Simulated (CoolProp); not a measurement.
Model: reference Helmholtz-energy equation of state, Gao 2022, in CoolProp.

Problem. For n-perfluorobutane, give the phase and the density (kg/m³), cp (kJ/(kg K)), Joule-Thomson coefficient (K/MPa) at 208.6 K and 771 kPa; 219.2 K and 771 kPa.

Solution. 
- 208.6 K and 771 kPa: liquid; density 1810, cp 1.03, Joule-Thomson coefficient -0.323
- 219.2 K and 771 kPa: liquid; density 1780, cp 1.04, Joule-Thomson coefficient -0.313
